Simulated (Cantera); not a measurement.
A freely propagating, adiabatic, planar premixed flame of CH4 : O2 : N2 = 0.75 : 1.43 : 3.71 (molar parts), unburnt at 300 K and 1.00 bar; mixture-averaged transport, grid criteria slope 0.08 and curve 0.16, no radiation.

Model: GRI-Mech 3.0 (53 species, 325 reactions), integrated in Cantera. Burning velocities carry a grid error of a few per cent, more on coarse grids.

**Question.** Predict: laminar burning velocity; thermal thickness; peak x(HCN); peak x(CO); peak x(CH2O); peak x(HCO).

**Answer.** 
- laminar burning velocity = 72.6 cm/s
- thermal thickness = 0.279 mm
- peak x(HCN) = 6.64e-6
- peak x(CO) = 0.0719
- peak x(CH2O) = 0.00146
- peak x(HCO) = 0.000102
